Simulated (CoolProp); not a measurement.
Vapour-liquid equilibrium of ethanol (1) + o-xylene (2) at 0.098 MPa; x and y are mole fractions of (1).

The numbers come from the multi-fluid Helmholtz-energy mixture model, Schroeder 2014 and Zhou 2012; pair parameters Bell 2016 in CoolProp.

```json
[
 {"x": "0.05", "bubble temperature, mixture model (°C)": "111.9", "bubble temperature, Raoult's law (°C)": "131.7", "y, mixture model": "0.606", "y, Raoult's law": "0.307"},
 {"x": "0.2", "bubble temperature, mixture model (°C)": "___", "bubble temperature, Raoult's law (°C)": "111.9", "y, mixture model": "0.838", "y, Raoult's law": "0.678"},
 {"x": "0.35", "bubble temperature, mixture model (°C)": "84.0", "bubble temperature, Raoult's law (°C)": "100.7", "y, mixture model": "___", "y, Raoult's law": "0.820"},
 {"x": "0.5", "bubble temperature, mixture model (°C)": "___", "bubble temperature, Raoult's law (°C)": "93.0", "y, mixture model": "0.884", "y, Raoult's law": "0.894"},
 {"x": "0.65", "bubble temperature, mixture model (°C)": "___", "bubble temperature, Raoult's law (°C)": "87.2", "y, mixture model": "0.897", "y, Raoult's law": "0.940"},
 {"x": "0.8", "bubble temperature, mixture model (°C)": "79.9", "bubble temperature, Raoult's law (°C)": "82.6", "y, mixture model": "0.922", "y, Raoult's law": "0.971"},
 {"x": "0.95", "bubble temperature, mixture model (°C)": "78.1", "bubble temperature, Raoult's law (°C)": "78.7", "y, mixture model": "0.974", "y, Raoult's law": "0.994"}
]
```

Problem. Some entries are withheld; supply them.

Solution. 
- 0.2, bubble temperature, mixture model (°C): 88.6
- 0.35, y, mixture model: 0.872
- 0.5, bubble temperature, mixture model (°C): 82.5
- 0.65, bubble temperature, mixture model (°C): 81.4

The largest gap from Raoult's law is -23.3 K in bubble temperature, at x = 0.2. No azeotrope shows between x = 0.05 and 0.95.

The pair parameters rest on a limited set of measurements; away from them the model extrapolates. With so large a gap from Raoult's law the liquid may split in two, which this calculation doesn't test in full.
